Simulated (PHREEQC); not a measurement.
Dissolve 0.021 mol/kgw Cu(NO3)2, 0.00057 mol/kgw HBF4 and 0.0038 mol/kgw Na2SO4 at 50 °C. Closed to the air; pH follows from the charge balance.

Computed with PHREEQC (ion-association model, phreeqc.dat).

```
quantity        before     after
------------  --------  --------
pH                3.12      3.32
HF (mol/kgw)   0.00119  0.000521
F- (mol/kgw)  0.000852  0.000549
```

Task: Name the change that produced these shifts.
A) temperature from 50 to 15 °C
B) diluted 2-fold with water
C) Cu(NO3)2 replaced by Al(NO3)3 at the same molality
D) temperature from 50 to 5 °C
E) Na2SO4 from 0.0038 to 0.0076 mol/kgw

Result: B, diluted 2-fold with water

This is a speciation only: nothing precipitates in the calculation. Away from 25 °C the constants follow the database's enthalpies or fits; those with neither stay at their 25 °C values. Real BF4- forms and hydrolyses slowly; the run takes it at equilibrium.
